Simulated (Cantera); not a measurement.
A closed system holds: 1 mol Zr, 0.016 mol O2, 110 mol H2, equilibrated at 350000 Pa.

Method: chemical equilibrium by Gibbs-energy minimisation in Cantera with the NASA 1993 tables (ideal gas, pure condensed phases). Candidate condensed phases: H2O, Zr, ZrO2; 12 gas species. Mutual solubility and eutectic melting of coexisting phases are not modelled. Condensed phases not in the tables: N, O or C dissolved in the metal. Equilibrium is a limit: real reactors are often held back by kinetics, nucleation or transport.

x: gas mole fraction; n: condensed amount in mol.

```tsv
T (K)	x H2	x H	x H2O	x ZrO	x Zr	x OH	n Zr(β)	n ZrO2(monoclinic)	n ZrO2(tetragonal)	n Zr(l)
1250	1.00	2.58e-7	…	<1e-12	<1e-12	<1e-12	0.984	0.0160	0	0
1400	1.000	2.60e-6	…	<1e-12	<1e-12	<1e-12	0.984	0.0160	0	0
1550	1.000	1.68e-5	…	<1e-12	<1e-12	<1e-12	0.984	0	0.0160	0
1700	1.000	7.88e-5	…	2.16e-11	1.17e-12	<1e-12	0.984	0	0.0160	0
1850	1.000	0.000288	…	7.40e-10	3.72e-11	5.56e-12	0.984	0	0.0160	0
2000	0.999	0.000869	…	1.48e-8	7.01e-10	9.27e-11	0.984	0	0.0159	0
2150	0.998	0.00225	…	1.92e-7	8.62e-9	1.05e-9	0	0	0.0158	0.984
```

Some entries are withheld; supply them.


- 1250, x H2O: 2.82e-11
- 1400, x H2O: 5.95e-10
- 1550, x H2O: 6.80e-9
- 1700, x H2O: 4.96e-8
- 1850, x H2O: 2.61e-7
- 2000, x H2O: 1.07e-6
- 2150, x H2O: 3.60e-6
